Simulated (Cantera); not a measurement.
A Cantera script and what it prints.

```python
import numpy as np
import cantera as ct

gas_names = """
    B BH BH2 BH3 BN B2 H H2 N NH NH2 NH3 N2 N2H2 N2H4
""".split()
cond_names = """
    B(b) B(L) BN(s)
""".split()


# ... load() reads the species with a 1 bar reference pressure and builds the phases ...
atoms = {
    'borazine': {'B': 3, 'N': 3, 'H': 6},
    'H2': {'H': 2},
    'N2': {'N': 2},
}
top_T = {'BN(s)': 3200}  # K; cautious upper limits of use, not melting points


# ... equilibrate(T, P, feed) seeds the gas with the atoms and calls Mixture.equilibrate('TP', solver="vcs", rtol=1e-11, max_steps=5000) ...
results = []
feed = {'borazine': 1, 'H2': 16, 'N2': 0.11}  # mol
P = 82000  # Pa
for T in [1923, 1973, 2023, 2073, 2123, 2173, 2223, 2273]:
    mix = equilibrate(T, P, feed)
    results.append((T, P, feed, dict(zip(mix.species_names, mix.species_moles))))
    x = sorted(zip(gas.X, gas.species_names), reverse=True)
    print(f"T = {T:g} K  P = {P:g} Pa  gas = {mix.phase_moles(0):.4g} mol")
    print("   x: " + "  ".join(f"{s} {v:.3e}" for v, s in x if v > 1e-05))
    print("   condensed (mol): " + ("  ".join(f"{mix.phase(i).name} {mix.phase_moles(i):.4g}"
          for i in range(1, mix.n_phases) if mix.phase_moles(i) > 1e-12) or "none"))
```

It prints:

```
T = 1923 K  P = 82000 Pa  gas = 19.12 mol
   x: H2 9.932e-01  N2 5.766e-03  H 1.037e-03  BH2 2.545e-05
   condensed (mol): BN(s) 2.999
T = 1973 K  P = 82000 Pa  gas = 19.12 mol
   x: H2 9.927e-01  N2 5.779e-03  H 1.485e-03  BH2 5.101e-05
   condensed (mol): BN(s) 2.999
T = 2023 K  P = 82000 Pa  gas = 19.13 mol
   x: H2 9.920e-01  N2 5.802e-03  H 2.089e-03  BH2 9.860e-05
   condensed (mol): BN(s) 2.998
T = 2073 K  P = 82000 Pa  gas = 19.14 mol
   x: H2 9.911e-01  N2 5.844e-03  H 2.891e-03  BH2 1.841e-04  BH3 1.018e-05
   condensed (mol): BN(s) 2.996
T = 2123 K  P = 82000 Pa  gas = 19.15 mol
   x: H2 9.898e-01  N2 5.918e-03  H 3.942e-03  BH2 3.327e-04  BH3 1.593e-05
   condensed (mol): BN(s) 2.993
T = 2173 K  P = 82000 Pa  gas = 19.17 mol
   x: H2 9.881e-01  N2 6.043e-03  H 5.297e-03  BH2 5.817e-04  BH3 2.427e-05
   condensed (mol): BN(s) 2.988
T = 2223 K  P = 82000 Pa  gas = 19.19 mol
   x: H2 9.857e-01  H 7.023e-03  N2 6.246e-03  BH2 9.843e-04  BH3 3.600e-05
   condensed (mol): BN(s) 2.98
T = 2273 K  P = 82000 Pa  gas = 19.21 mol
   x: H2 9.826e-01  H 9.195e-03  N2 6.563e-03  BH2 1.611e-03  BH3 5.191e-05
   condensed (mol): BN(s) 2.968
```

Cantera equilibrium calculation (NASA polynomials, part measured and part estimated; ideal gas, pure solids and liquids). The feed counts by its element totals alone. The tables' values for BH2 are old estimates; treat these amounts as uncertain. Gases not in the tables: B2H6 and higher boranes.
